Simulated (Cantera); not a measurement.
Premixed flame

A freely propagating, adiabatic, planar premixed flame of CH4 : C2H6 : O2 : N2 = 1 : 0.24 : 3.42 : 12.9 (molar parts), equivalence ratio 0.83, unburnt at 473 K and 1.18 atm; unity-Lewis-number transport, grid criteria slope 0.08 and curve 0.16, no radiation.

Detailed kinetics in Cantera: GRI-Mech 3.0 (53 species, 325 reactions). Unity Lewis numbers drop preferential diffusion, which matters most where H2 and H carry the flame. Burning velocities carry a grid error of a few per cent, more on coarse grids.

| z (mm) | T (K) | u (m/s) | x CH4 | x C2H6 | x O2 | x CO2 | x H2O | x NO2 |
|---|---|---|---|---|---|---|---|---|
| -1.08 | 473 | 0.555 | 0.0569 | 0.0137 | 0.195 | 1.11e-5 | 3.92e-5 | <1e-8 |
| -0.718 | 477 | 0.559 | 0.0568 | 0.0136 | 0.194 | 9.88e-5 | 0.000349 | 1.60e-8 |
| -0.539 | 489 | 0.574 | 0.0563 | 0.0135 | 0.193 | 0.000415 | 0.00146 | 6.51e-8 |
| -0.359 | 564 | 0.663 | 0.0533 | 0.0126 | 0.186 | 0.00238 | 0.00842 | 3.19e-7 |
| -0.180 | 935 | 1.11 | 0.0375 | 0.00810 | 0.150 | 0.0127 | 0.0447 | 5.93e-7 |
| -0.0898 | 1305 | 1.57 | 0.0207 | 0.00349 | 0.111 | 0.0240 | 0.0834 | 2.00e-7 |
| 0 | 1685 | 2.05 | 0.00391 | 0.000172 | 0.0676 | 0.0386 | 0.123 | 1.07e-8 |
| 0.0898 | 1828 | 2.22 | 0.000137 | 2.10e-7 | 0.0486 | 0.0512 | 0.135 | <1e-8 |
| 0.180 | 1886 | 2.28 | 3.23e-6 | <1e-8 | 0.0438 | 0.0589 | 0.137 | <1e-8 |
| 0.359 | 1960 | 2.36 | <1e-8 | <1e-8 | 0.0402 | 0.0662 | 0.139 | <1e-8 |
| 0.718 | 2036 | 2.44 | <1e-8 | <1e-8 | 0.0374 | 0.0717 | 0.143 | <1e-8 |
| 1.44 | 2100 | 2.50 | <1e-8 | <1e-8 | 0.0353 | 0.0762 | 0.147 | 1.60e-8 |
| 2.87 | 2142 | 2.54 | <1e-8 | <1e-8 | 0.0339 | 0.0795 | 0.150 | 2.54e-8 |
x: mole fraction of selected species; z is measured from the peak of heat release.

* **laminar burning velocity**: 55.5 cm/s
* **thermal thickness**: 0.359 mm
* **grid points**: 141
